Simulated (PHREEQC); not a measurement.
# Nickel, zinc or cadmium bath (model solution)

Dissolve 0.02 mol ZnSO4, 0.00016 mol Na2SO4 and 0.099 mol H2SO4 per kg of water at 25 °C. Closed to the air; pH follows from the charge balance.

Computed with PHREEQC (ion-association model, phreeqc.dat).

Precipitation was switched off in this run.

Q: What pH, specific conductance, density does the model give?

A: pH 1.05; specific conductance 38000 µS/cm; density 1.006 g/cm³.

Q: In which forms is S present?

A: HSO4- 72 %, SO4-2 20 %, ZnSO4 5.4 %, Zn(SO4)2-2 2.1 % of the S.
